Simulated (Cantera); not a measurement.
A Cantera script and what it prints.

```python
import numpy as np
import cantera as ct

gas_names = """
    CL CL2 H HCL H2 N NH NH2 NH3 N2 N2H2 N2H4 Si SiCL SiCL2 SiCL3 SiCL4 SiH SiHCL3 SiH2 SiH2CL2 SiH3
    SiH3CL SiH4 SiN Si2 Si2N Si3
""".split()
cond_names = """
    NH4CL(a) NH4CL(b) Si(cr) Si(L) Si3N4(a)
""".split()


def load(file, names, dense=False):
    # The tables refer to 1 bar. Condensed volumes are neglected.
    table = {s.name: s for s in ct.Species.list_from_file(file)}
    out = []
    for n in names:
        d = dict(table[n].input_data)
        d["thermo"] = dict(d["thermo"], **{"reference-pressure": 1e5})
        if dense:
            d["equation-of-state"] = {"model": "constant-volume", "density": "1e6 g/cm^3"}
        out.append(ct.Species.from_dict(d))
    return out


gas = ct.Solution(thermo="ideal-gas", species=load("nasa_gas.yaml", gas_names))
cond = {s.name: ct.Solution(thermo="fixed-stoichiometry", species=[s], name=s.name)
        for s in load("nasa_condensed.yaml", cond_names, dense=True)}
atoms = {
    'SiHCl3': {'Si': 1, 'H': 1, 'CL': 3},
    'N2': {'N': 2},
    'H2': {'H': 2},
}
top_T = {'Si3N4(a)': 2400}  # K; cautious upper limits of use, not melting points


def equilibrate(T, P, feed):
    n = {}
    for name, mol in feed.items():
        for a, k in atoms[name].items():
            n[a] = n.get(a, 0.0) + k * mol
    gas.TPX = T, P, n
    mass = sum(n.values()) * gas.mean_molecular_weight
    gas.equilibrate("TP")
    valid = [c for c in cond.values() if c.min_temp <= T <= top_T.get(c.name, c.max_temp)]
    mix = ct.Mixture([(gas, mass / gas.mean_molecular_weight)] + [(c, 0.0) for c in valid])
    mix.T, mix.P = T, P
    mix.equilibrate("TP", solver="vcs", rtol=1e-11, max_steps=5000)
    return mix


results = []
feed = {'SiHCl3': 1, 'N2': 4, 'H2': 4.1}  # mol
P = 34000  # Pa
for T in [900, 1000, 1100, 1200, 1300, 1400, 1500, 1600, 1700, 1800, 1900, 2000, 2100]:
    mix = equilibrate(T, P, feed)
    results.append((T, P, feed, dict(zip(mix.species_names, mix.species_moles))))

top = {s: max(r[3][s] / sum(r[3][g] for g in gas_names) for r in results) for s in gas_names}
cols = sorted((s for s in top if top[s] > 1e-05), key=lambda s: -top[s])[:6]
seen = [c for c in cond_names if any(r[3].get(c, 0) > 1e-12 for r in results)]
print("log10 of partial pressures in bar; condensed amounts in mol")
print(f"{'T/K':>10s}" + "".join(f"{s[:9]:>10s}" for s in cols + seen))
for T, P, feed, n in results:
    ng = sum(n[g] for g in gas_names)
    print(f"{T:10.4g}" + "".join(f"{np.log10(max(n[s] / ng * P / 1e5, 1e-99)):10.3f}" for s in cols)
          + "".join(f"{n.get(c, 0):10.4g}" for c in seen))
```

Result:

```
log10 of partial pressures in bar; condensed amounts in mol
       T/K        N2        H2       HCL     SiCL2     SiCL4     SiCL3     Si(L)  Si3N4(a)
       900    -0.903    -0.904    -1.075    -9.145    -2.213    -6.518         0    0.2768
      1000    -0.906    -0.913    -1.053    -7.549    -2.303    -5.618         0     0.287
      1100    -0.909    -0.919    -1.037    -6.252    -2.384    -4.890         0    0.2944
      1200    -0.910    -0.923    -1.027    -5.180    -2.459    -4.291         0    0.2996
      1300    -0.911    -0.927    -1.020    -4.281    -2.531    -3.793         0    0.3026
      1400    -0.911    -0.928    -1.018    -3.524    -2.610    -3.381         0    0.3021
      1500    -0.910    -0.927    -1.025    -2.892    -2.720    -3.057         0    0.2933
      1600    -0.907    -0.921    -1.050    -2.387    -2.905    -2.841         0    0.2677
      1700    -0.900    -0.909    -1.105    -2.017    -3.211    -2.761         0    0.2187
      1800    -0.891    -0.894    -1.190    -1.771    -3.643    -2.811         0     0.153
      1900    -0.882    -0.879    -1.296    -1.617    -4.154    -2.951         0   0.08566
      2000    -0.871    -0.872    -1.394    -1.538    -4.672    -3.135    0.1084         0
      2100    -0.872    -0.876    -1.378    -1.548    -4.997    -3.272    0.1255         0
```

Cantera equilibrium calculation (NASA polynomials, part measured and part estimated; ideal gas, pure solids and liquids). N2 is the only nitrogen source here; it is nearly inert below about 1500 K, so the nitride shown seldom forms there in practice. The tables' values for SiCl3, SiCl, SiN are old estimates; treat these amounts as uncertain. Gases not in the tables: Si2H6 and higher silanes.
